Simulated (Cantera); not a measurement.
An isothermal, constant-pressure homogeneous reactor starts with C₂H₆ : N₂ = 1 : 1.7 (molar parts), at 1725 K and 0.0691 atm.

Detailed kinetics in Cantera: GRI-Mech 3.0 (53 species, 325 reactions). GRI-Mech 3.0 stops at C3 and has no aromatics, soot or wall deposition, so with more carbon than oxygen in the feed, carbon stays in small species such as C2H2 where larger ones or solid carbon would form.

Q: Predict: x(C₂H₆) at 200 s; x(HCN) at 200 s; x(H) at 200 s; x(H₂) at 200 s; x(C₂H₂) at 200 s; x(CH₂) at 200 s; x(CH₄) at 200 s.

A: 
- x(C₂H₆) at 200 s: 1.46e-8 (gas-phase equilibrium 1.03e-8)
- x(HCN) at 200 s: 4.48e-5 (gas-phase equilibrium 0.125)
- x(H) at 200 s: 0.000460 (gas-phase equilibrium 0.000460)
- x(H₂) at 200 s: 0.424 (gas-phase equilibrium 0.424)
- x(C₂H₂) at 200 s: 0.212 (gas-phase equilibrium 0.150)
- x(CH₂) at 200 s: 2.31e-8 (gas-phase equilibrium 1.95e-8)
- x(CH₄) at 200 s: 0.000919 (gas-phase equilibrium 0.000774)
